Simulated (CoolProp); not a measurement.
Saturation properties of water.

The numbers come from the reference Helmholtz-energy equation of state, Wagner 2002 in CoolProp.

| T (K) | p (MPa) | vapour density (kg/m³) | enthalpy of vaporisation (kJ/kg) | liquid viscosity (µPa s) | vapour viscosity (µPa s) |
|---|---|---|---|---|---|
| 451.8 | 0.9721 | 5.008 | 2019 | ___ | ___ |
| 456.2 | 1.075 | 5.514 | 2003 | ___ | 15.1 |
| 460.6 | 1.187 | 6.060 | 1987 | 144 | 15.2 |
| 465 | 1.307 | 6.648 | 1971 | 141 | 15.4 |
| 469.4 | 1.437 | 7.283 | ___ | 137 | 15.5 |
| 473.8 | 1.576 | 7.965 | 1937 | 134 | 15.7 |
| 478.2 | 1.726 | 8.698 | 1920 | 131 | 15.8 |
| 482.7 | 1.891 | 9.505 | 1901 | ___ | 16.0 |
| 487.1 | 2.063 | 10.35 | 1883 | 125 | 16.1 |

Q: Complete the blanks.

A: 
- 451.8, liquid viscosity (µPa s): 152
- 451.8, vapour viscosity (µPa s): 14.9
- 456.2, liquid viscosity (µPa s): 148
- 469.4, enthalpy of vaporisation (kJ/kg): 1954
- 482.7, liquid viscosity (µPa s): 128

It boils at 373.1 K under 1 atm.

Viscosity comes from a separate model (Huber 2009).
